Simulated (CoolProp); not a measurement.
Vapour-liquid equilibrium of R143a (1) + isobutene (2) at 5.77 bar; x and y are mole fractions of (1).

Computed with CoolProp (multi-fluid Helmholtz-energy mixture model, Lemmon and Jacobsen 2000 and Lemmon 2005; pair parameters Bell 2016).

Give the bubble temperature and the first vapour's composition at x = 0.05, 0.25, 0.45. Is there an azeotrope?

x = 0.05: 311.2 K, y = 0.239; x = 0.25: 290.4 K, y = 0.633; x = 0.45: 282.1 K, y = 0.761. No azeotrope shows between x = 0.05 and 0.95.

The pair parameters rest on a limited set of measurements; away from them the model extrapolates.
